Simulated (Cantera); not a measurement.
Input: 1 mol Al, 7.9 mol H2O, 1.1 mol N2, 1 mol O2, held at 0.133 bar.

Equilibrium computed with Cantera from the NASA thermochemical tables; the gas is ideal and each condensed phase is pure. Candidate condensed phases: Al, AlN, Al2O3, H2O; 35 gas species. Gases not in the tables: Al(OH)3. Equilibrium is a limit: real reactors are often held back by kinetics, nucleation or transport.

Question: At 1700 K, list the 5 most abundant gas species with their mole fractions, and the condensed phases.

Answer: H2O 0.853, N2 0.119, O2 0.0267, OH 0.00105, NO 0.000401. Condensed: Al2O3(s).
